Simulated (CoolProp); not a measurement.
A closed Brayton cycle with nitrogen: compressor inlet 312.15 K and 0.72 MPa, high pressure 1.91 MPa, turbine inlet 925 K, compressor efficiency 0.89, turbine efficiency 0.85, recuperator effectiveness 0.8 (on enthalpy, no pinch check). Each further row changes one setting.

Computed with CoolProp (reference Helmholtz-energy equation of state, Span 2000).

```json
[
 {"case": "as stated", "thermal efficiency (%)": "31.0", "net work (kJ/kg)": "84.4", "compressor to turbine work": "0.58", "compressor exit (K)": "425.0", "turbine exit (K)": "747.3"},
 {"case": "turbine inlet 875 K", "thermal efficiency (%)": "29.1", "net work (kJ/kg)": "73.3", "compressor to turbine work": "___", "compressor exit (K)": "425.0", "turbine exit (K)": "___"},
 {"case": "compressor inlet 322.15 K", "thermal efficiency (%)": "29.9", "net work (kJ/kg)": "___", "compressor to turbine work": "___", "compressor exit (K)": "438.5", "turbine exit (K)": "747.3"},
 {"case": "high pressure 1.62 MPa", "thermal efficiency (%)": "___", "net work (kJ/kg)": "76.1", "compressor to turbine work": "___", "compressor exit (K)": "403.7", "turbine exit (K)": "___"},
 {"case": "recuperator effectiveness 0.5", "thermal efficiency (%)": "22.4", "net work (kJ/kg)": "84.4", "compressor to turbine work": "0.58", "compressor exit (K)": "425.0", "turbine exit (K)": "747.3"}
]
```

Task: Complete the blanks.

Result: 
- turbine inlet 875 K, compressor to turbine work: 0.62
- turbine inlet 875 K, turbine exit (K): 705.4
- compressor inlet 322.15 K, net work (kJ/kg): 80.6
- compressor inlet 322.15 K, compressor to turbine work: 0.60
- high pressure 1.62 MPa, thermal efficiency (%): 30.2
- high pressure 1.62 MPa, compressor to turbine work: 0.56
- high pressure 1.62 MPa, turbine exit (K): 774.6
